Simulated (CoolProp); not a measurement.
Vapour-liquid equilibrium of carbon dioxide (1) + CH3F (R41) (2) at 736 kPa; x and y are mole fractions of (1).

Values from CoolProp's multi-fluid Helmholtz-energy mixture model, Span 1996 and Lemmon 2006; pair parameters Bell 2016.

| x | bubble temperature (K) | y at the bubble point | dew temperature at overall composition x (K) | liquid density (mol/L) |
|---|---|---|---|---|
| 0.05 | 239.0 | 0.077 | 239.4 | 22.98 |
| 0.15 | 237.2 | 0.217 | 238.1 | 23.29 |
| 0.25 | 235.6 | 0.343 | 236.8 | 23.60 |
| 0.35 | 234.1 | 0.457 | 235.5 | 23.92 |
| 0.45 | 232.6 | 0.562 | 234.1 | 24.24 |
| 0.55 | 231.2 | 0.660 | 232.8 | 24.56 |
| 0.65 | 229.8 | 0.751 | 231.3 | 24.90 |
| 0.75 | 228.4 | 0.833 | 229.8 | 25.23 |
| 0.85 | 227.0 | 0.907 | 228.1 | 25.57 |
| 0.95 | 225.7 | 0.971 | 226.2 | 25.91 |

No azeotrope shows between x = 0.05 and 0.95.

The pair parameters rest on a limited set of measurements; away from them the model extrapolates.
